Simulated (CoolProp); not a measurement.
Vapour-liquid equilibrium of toluene (1) + n-octane (2) at 305.3 K; x and y are mole fractions of (1).

Model: multi-fluid Helmholtz-energy mixture model, Lemmon 2006 and Beckmüller 2019; pair parameters Bell 2016, in CoolProp.

Question: Give the bubble pressure and the first vapour's composition at x = 0.05, 0.125, 0.725. Is there an azeotrope?

Answer: x = 0.05: 3.027 kPa, y = 0.129; x = 0.125: 3.378 kPa, y = 0.278; x = 0.725: 5.075 kPa, y = 0.809. No azeotrope shows between x = 0.05 and 0.95.

The pair parameters rest on a limited set of measurements; away from them the model extrapolates.
